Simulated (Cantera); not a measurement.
MgO + C + CO (carbothermic reduction)

A closed system holds: 1 mol MgO, 0.98 mol C, 0.01 mol CO, held at 31.0 Pa.

Equilibrium computed with Cantera from the NASA thermochemical tables; the gas is ideal and each condensed phase is pure. Candidate condensed phases: C, Mg, MgCO3, MgO; 15 gas species. The numbers say what is thermodynamically allowed, not how fast it happens.

| T (K) | log p Mg | log p CO | log p CO2 | log p O | log p MgO | n MgO(s) |
|---|---|---|---|---|---|---|
| 1898 | -3.81 | -3.81 | -6.11 | -9.10 | -8.60 | 0.0150 |
| 1998 | -3.81 | -3.82 | -5.51 | -7.76 | -7.71 | 0 |
| 2098 | -3.81 | -3.82 | -5.52 | -7.11 | -7.47 | 0 |
| 2198 | -3.81 | -3.82 | -5.56 | -6.54 | -7.27 | 0 |
| 2298 | -3.81 | -3.82 | -5.66 | -6.09 | -7.16 | 0 |
| 2398 | -3.81 | -3.82 | -5.87 | -5.79 | -7.18 | 0 |
| 2498 | -3.81 | -3.82 | -6.17 | -5.64 | -7.30 | 0 |
log p: log10 of the partial pressure in bar; n: condensed amount in mol.

At 1898 K the condensed part is MgO(s). From 1998 K to 2498 K nothing is condensed. The main Mg-bearing gas is Mg throughout.
